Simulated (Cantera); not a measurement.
Charge: 1 mol n-butane, 0.18 mol O2, 23 mol H2, at 1152 °C and 0.133 bar.

Method: chemical equilibrium by Gibbs-energy minimisation in Cantera with the NASA 1993 tables (ideal gas, pure condensed phases). Rates play no part.

```
species             before     after
----------------  --------  --------
H2                   0.987     0.822
CH4               0.000489     0.164
H2O                5.07e-6    0.0125
CO                  0.0127   0.00208
H                  1.86e-5     <1e-9
CO2                2.87e-8  0.000162
C(graphite), mol      3.63         0
```
Gas species are given as mole fractions.

### Question
Which change was made?
A. temperature from 1152 °C to 500 °C
B. n-butane replaced by C2H5OH
C. temperature from 1152 °C to 700 °C
D. O2 from 0.18 to 0.026 mol

### Answer
A, temperature from 1152 °C to 500 °C
